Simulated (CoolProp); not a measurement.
Computed with CoolProp (reference Helmholtz-energy equation of state, Zhou 2012).

Problem. Give the vapour pressure (MPa), liquid density (kg/m³), liquid cp (kJ/(kg K)), vapour Z of saturated ethylbenzene at 385.5, 395.8 K.

Solution. 
| T (K) | p (MPa) | liquid density (kg/m³) | liquid cp (kJ/(kg K)) | vapour Z |
|---|---|---|---|---|
| 385.5 | 0.0510 | 783 | 2.05 | 0.973 |
| 395.8 | 0.0695 | 774 | 2.09 | 0.966 |
